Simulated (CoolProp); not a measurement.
CH2F2 (R32) at 293.15 K and 3.05 MPa flows at 4.3 m/s in a round tube of 4.6 mm bore and 15 µm roughness, fully developed (64/Re and Nu = 3.66 if laminar; Colebrook and Gnielinski if turbulent). Each further row changes one setting.

Model: reference Helmholtz-energy equation of state, Tillner-Roth 1997, in CoolProp.

| case | Reynolds number | Darcy friction factor | pressure drop (Pa/m) | heat-transfer coefficient (W/(m² K)) | mass flow (kg/h) |
|---|---|---|---|---|---|
| as stated | 160000 | 0.0276 | 54900 | 21000 | 255 |
| velocity 8.6 m/s | 320000 | 0.0272 | 216000 | 41700 | 509 |
| diameter 9.2 mm | 320000 | 0.0229 | 22700 | 17800 | 1020 |

Viscosity comes from a separate model (Bell 2016), an estimate that may be off by 10 % or more. Thermal conductivity comes from a separate model (Huber 2003), an estimate that may be off by 10 % or more.
